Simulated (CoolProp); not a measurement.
Vapour-liquid equilibrium of hydrogen chloride (1) + ethane (2) at 280.1 K; x and y are mole fractions of (1).

Values from CoolProp's multi-fluid Helmholtz-energy mixture model, Thol 2018 and Bücker 2006; pair parameters Bell 2016.

### Question
Give the bubble pressure and the first vapour's composition at x = 0.05, 0.5, 0.8. Is there an azeotrope?

### Answer
x = 0.05: 2992 kPa, y = 0.080; x = 0.5: 3796 kPa, y = 0.518; x = 0.8: 3640 kPa, y = 0.746. y crosses x between x = 0.5 and 0.575: the model has an azeotrope there.

Pair parameters are fitted to limited data, so mixtures are less certain than the pure fluids.
